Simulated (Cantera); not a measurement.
A Cantera script and its output.

```python
import numpy as np
import cantera as ct

gas = ct.Solution("gri30.yaml")


def delay(T, t_max=10):
    gas.TPX = T, 1000000, {'CH4': 1, 'O2': 2.82, 'N2': 11, 'H2O': 0.43}
    reactor = ct.IdealGasConstPressureReactor(gas, clone=False)
    net = ct.ReactorNet([reactor])
    net.rtol, net.atol = 1e-8, 1e-16
    while net.time < t_max:
        t_old, T_old = net.time, reactor.T
        net.step()
        if reactor.T > T + 400:  # ignition: a rise of 400 K
            return t_old + (T + 400 - T_old) / (reactor.T - T_old) * (net.time - t_old)
    return np.nan


taus = []
for T in [1400, 1475, 1550, 1625, 1700]:
    taus.append(delay(T))
    print(f"T0 = {T:6g} K   tau = {taus[-1]:.4e} s")

# d ln(tau) / d ln(k), from doubling and halving each rate constant
T, sens = 1700, []
for i in range(gas.n_reactions):
    gas.set_multiplier(2.0, i)
    up = delay(T)
    gas.set_multiplier(0.5, i)
    down = delay(T)
    gas.set_multiplier(1.0, i)
    sens.append((np.log(up / down) / np.log(4.0), gas.reaction(i).equation))
sens.sort(key=lambda x: -abs(x[0]))
print(f"sensitivities at {T} K")
for s, eq in sens[:10]:
    print(f"{s:8.3f}  {eq}")
```

Output:

```
T0 =   1400 K   tau = 4.6722e-04 s
T0 =   1475 K   tau = 2.2496e-04 s
T0 =   1550 K   tau = 1.1300e-04 s
T0 =   1625 K   tau = 5.9252e-05 s
T0 =   1700 K   tau = 3.2539e-05 s
sensitivities at 1700 K
  -0.404  CH3 + O2 <=> CH3O + O
  -0.346  H + O2 <=> O + OH
   0.247  2 CH3 (+M) <=> C2H6 (+M)
   0.208  CH4 + H <=> CH3 + H2
  -0.190  CH3 + HO2 <=> CH3O + OH
  -0.114  CH3 + O2 <=> CH2O + OH
  -0.101  2 CH3 <=> C2H5 + H
  -0.081  CH2O + O2 <=> HCO + HO2
  -0.069  CH3 + HO2 <=> CH4 + O2
   0.062  CH4 + OH <=> CH3 + H2O
```

Computed with Cantera and GRI-Mech 3.0 (53 species, 325 reactions).
